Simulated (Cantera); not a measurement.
Charge: 1 mol FeS2, 0.091 mol SO3, 9.1 mol CO2, 0.51 mol H2S, equilibrated at 1625 K and 100 Torr.

These are equilibrium values from Cantera (NASA tables, ideal gas, pure condensed phases), not measurements of a reactor. The tables' stoichiometric FeO is somewhat more stable than real wüstite, so its field is too wide. FeO: taken at fixed stoichiometry. The numbers say what is thermodynamically allowed, not how fast it happens.

```tsv
species	before	after
CO2	0.498	0.549
CO	0.294	0.286
SO2	0.0951	0.104
H2O	0.0361	0.00739
S2	0.0606	0.0444
H2S	0.00128	0.000198
H2	0.00684	0.00124
SH	0.000521	0.000190
H	1.60e-5	6.80e-6
S2O	0.00111	0.000920
COS	0.00186	0.00155
FeO(s), mol	1.000	1.000
```
Gas species are given as mole fractions.

### Question
What was changed between the two runs?
(A) temperature from 1625 K to 1748 K
(B) SO3 from 0.091 to 0.96 mol
(C) H2S from 0.51 to 0.097 mol
(D) SO3 from 0.091 to 1.5 mol

### Answer
C, H2S from 0.51 to 0.097 mol
